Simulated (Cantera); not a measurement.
An isothermal, constant-pressure homogeneous reactor starts with NO : N2 = 1 : 1.7 (molar parts), at 2150 K and 0.0133 bar.

Model: GRI-Mech 3.0 (53 species, 325 reactions), integrated in Cantera. Radical loss at walls, strong at low pressure, is not modelled.

Question: Predict: x(NO) at 20.0 s; x(NO2) at 20.0 s; x(O) at 20.0 s; x(N2O) at 20.0 s; x(N2) at 20.0 s; x(O2) at 20.0 s.

Answer: 
```json
{
  "x(NO) at 20.0 s": "0.0108 (gas-phase equilibrium 0.0104)",
  "x(NO2) at 20.0 s": "1.56e-6 (gas-phase equilibrium 1.50e-6)",
  "x(O) at 20.0 s": "0.00713 (gas-phase equilibrium 0.00714)",
  "x(N2O) at 20.0 s": "6.95e-8 (gas-phase equilibrium 6.80e-8)",
  "x(N2) at 20.0 s": "0.807 (gas-phase equilibrium 0.807)",
  "x(O2) at 20.0 s": "0.176 (gas-phase equilibrium 0.176)"
}
```
